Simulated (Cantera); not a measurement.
A Cantera script and what it prints.

```python
import numpy as np
import cantera as ct

gas_names = """
    H HO2 H2 H2O H2O2 O OH O2 O3 V VO VO2
""".split()
cond_names = """
    H2O(s) H2O(L) V(cr) V(L) VO(s) VO(L) V2O3(s) V2O3(L) V2O4(I) V2O4(II) V2O4(L) V2O5(s) V2O5(L)
""".split()


def load(file, names, dense=False):
    # The tables refer to 1 bar. Condensed volumes are neglected.
    table = {s.name: s for s in ct.Species.list_from_file(file)}
    out = []
    for n in names:
        d = dict(table[n].input_data)
        d["thermo"] = dict(d["thermo"], **{"reference-pressure": 1e5})
        if dense:
            d["equation-of-state"] = {"model": "constant-volume", "density": "1e6 g/cm^3"}
        out.append(ct.Species.from_dict(d))
    return out


gas = ct.Solution(thermo="ideal-gas", species=load("nasa_gas.yaml", gas_names))
cond = {s.name: ct.Solution(thermo="fixed-stoichiometry", species=[s], name=s.name)
        for s in load("nasa_condensed.yaml", cond_names, dense=True)}
atoms = {
    'V2O5': {'V': 2, 'O': 5},
    'H2': {'H': 2},
    'H2O': {'H': 2, 'O': 1},
}
top_T = {}  # K; cautious upper limits of use, not melting points


def equilibrate(T, P, feed):
    n = {}
    for name, mol in feed.items():
        for a, k in atoms[name].items():
            n[a] = n.get(a, 0.0) + k * mol
    gas.TPX = T, P, n
    mass = sum(n.values()) * gas.mean_molecular_weight
    gas.equilibrate("TP")
    valid = [c for c in cond.values() if c.min_temp <= T <= top_T.get(c.name, c.max_temp)]
    mix = ct.Mixture([(gas, mass / gas.mean_molecular_weight)] + [(c, 0.0) for c in valid])
    mix.T, mix.P = T, P
    mix.equilibrate("TP", solver="vcs", rtol=1e-11, max_steps=5000)
    return mix


results = []
feed = {'V2O5': 1, 'H2': 110, 'H2O': 0.12}  # mol
T = 1973.15  # K
for P in [10, 52, 270, 1400, 7200, 37000, 190000, 1000000]:
    mix = equilibrate(T, P, feed)
    results.append((T, P, feed, dict(zip(mix.species_names, mix.species_moles))))
    x = sorted(zip(gas.X, gas.species_names), reverse=True)
    print(f"T = {T:g} K  P = {P:g} Pa  gas = {mix.phase_moles(0):.4g} mol")
    print("   x: " + "  ".join(f"{s} {v:.3e}" for v, s in x if v > 1e-05))
    print("   condensed (mol): " + ("  ".join(f"{mix.phase(i).name} {mix.phase_moles(i):.4g}"
          for i in range(1, mix.n_phases) if mix.phase_moles(i) > 1e-12) or "none"))
```

It prints:

```
T = 1973.15 K  P = 10 Pa  gas = 119.6 mol
   x: H2 8.461e-01  H 1.242e-01  VO2 1.319e-02  H2O 1.278e-02  VO 3.452e-03  OH 1.783e-04  V 8.102e-05  O 1.927e-05
   condensed (mol): none
T = 1973.15 K  P = 52 Pa  gas = 114.9 mol
   x: H2 9.137e-01  H 5.662e-02  H2O 1.614e-02  VO2 1.095e-02  VO 2.451e-03  OH 9.500e-05  V 4.919e-05
   condensed (mol): VO(s) 0.4539
T = 1973.15 K  P = 270 Pa  gas = 111.9 mol
   x: H2 9.464e-01  H 2.529e-02  H2O 2.470e-02  VO2 3.116e-03  VO 4.720e-04  OH 6.267e-05
   condensed (mol): VO(s) 1.598
T = 1973.15 K  P = 1400 Pa  gas = 110.8 mol
   x: H2 9.622e-01  H2O 2.586e-02  H 1.120e-02  VO2 6.188e-04  VO 9.103e-05  OH 2.858e-05
   condensed (mol): VO(s) 1.556  V2O3(s) 0.1825
T = 1973.15 K  P = 7200 Pa  gas = 110.4 mol
   x: H2 9.689e-01  H2O 2.604e-02  H 4.955e-03  VO2 1.203e-04  VO 1.770e-05  OH 1.265e-05
   condensed (mol): VO(s) 1.524  V2O3(s) 0.2304
T = 1973.15 K  P = 37000 Pa  gas = 110.2 mol
   x: H2 9.717e-01  H2O 2.611e-02  H 2.189e-03  VO2 2.341e-05
   condensed (mol): VO(s) 1.521  V2O3(s) 0.2379
T = 1973.15 K  P = 190000 Pa  gas = 110.2 mol
   x: H2 9.729e-01  H2O 2.615e-02  H 9.665e-04
   condensed (mol): VO(s) 1.522  V2O3(s) 0.2385
T = 1973.15 K  P = 1e+06 Pa  gas = 110.1 mol
   x: H2 9.734e-01  H2O 2.616e-02  H 4.214e-04
   condensed (mol): VO(s) 1.523  V2O3(s) 0.2383
```

Equilibrium computed with Cantera from the NASA thermochemical tables; the gas is ideal and each condensed phase is pure. Mutual solubility and eutectic melting of coexisting phases are not modelled. VO: taken at fixed stoichiometry. Condensed phases not in the tables: the oxides between V2O3 and V2O5 other than VO2.
